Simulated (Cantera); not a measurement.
Cantera run:

```python
import numpy as np
import cantera as ct

gas_names = [...]  # 109 gases of nasa_gas.yaml made of C, Cl, H, Si
cond_names = """
    C(gr) C6H6(L) C7H8(L) C8H18(L),n-octa Si(cr) Si(L) SiC(b)
""".split()


# ... load() reads the species with a 1 bar reference pressure and builds the phases ...
atoms = {
    '(CH3)2SiCl2': {'C': 2, 'H': 6, 'Si': 1, 'CL': 2},
    'C3H8': {'C': 3, 'H': 8},
    'H2': {'H': 2},
    'HCl': {'H': 1, 'CL': 1},
}
top_T = {'C(gr)': 4500, 'SiC(b)': 3050}  # K; cautious upper limits of use, not melting points


# ... equilibrate(T, P, feed) seeds the gas with the atoms and calls Mixture.equilibrate('TP', solver="vcs", rtol=1e-11, max_steps=5000) ...
results = []
feed = {'(CH3)2SiCl2': 1, 'C3H8': 0.056, 'H2': 18, 'HCl': 0.86}  # mol
P = 1333.22  # Pa
for T in [1950, 2025, 2100, 2175, 2250, 2325, 2400, 2475]:
    mix = equilibrate(T, P, feed)
    results.append((T, P, feed, dict(zip(mix.species_names, mix.species_moles))))

top = {s: max(r[3][s] / sum(r[3][g] for g in gas_names) for r in results) for s in gas_names}
cols = sorted((s for s in top if top[s] > 1e-05), key=lambda s: -top[s])[:6]
seen = [c for c in cond_names if any(r[3].get(c, 0) > 1e-12 for r in results)]
print("log10 of partial pressures in bar; condensed amounts in mol")
print(f"{'T/K':>10s}" + "".join(f"{s[:9]:>10s}" for s in cols + seen))
for T, P, feed, n in results:
    ng = sum(n[g] for g in gas_names)
    print(f"{T:10.4g}" + "".join(f"{np.log10(max(n[s] / ng * P / 1e5, 1e-99)):10.3f}" for s in cols)
          + "".join(f"{n.get(c, 0):10.4g}" for c in seen))
```

Result:

```
log10 of partial pressures in bar; condensed amounts in mol
       T/K        H2         H       HCL        Si        CL C2H2,acet     C(gr)    SiC(b)
      1950    -1.936    -3.909    -2.801    -5.967    -4.899    -5.199     1.192    0.9533
      2025    -1.939    -3.685    -2.808    -5.456    -4.683    -4.983     1.192    0.9388
      2100    -1.944    -3.478    -2.817    -4.983    -4.485    -4.784     1.194    0.9128
      2175    -1.951    -3.287    -2.830    -4.543    -4.302    -4.603     1.209    0.8579
      2250    -1.963    -3.111    -2.848    -4.132    -4.136    -4.438     1.264    0.7314
      2325    -1.982    -2.949    -2.874    -3.748    -3.986    -4.293     1.419    0.4303
      2400    -2.009    -2.803    -2.904    -3.487    -3.845    -4.165     1.606         0
      2475    -2.036    -2.666    -2.924    -3.470    -3.703    -4.048     1.446         0
```

These are equilibrium values from Cantera (NASA tables, ideal gas, pure condensed phases), not measurements of a reactor. The feed counts by its element totals alone. The tables' values for SiCl are old estimates; treat these amounts as uncertain. Gases not in the tables: Si2H6 and higher silanes.
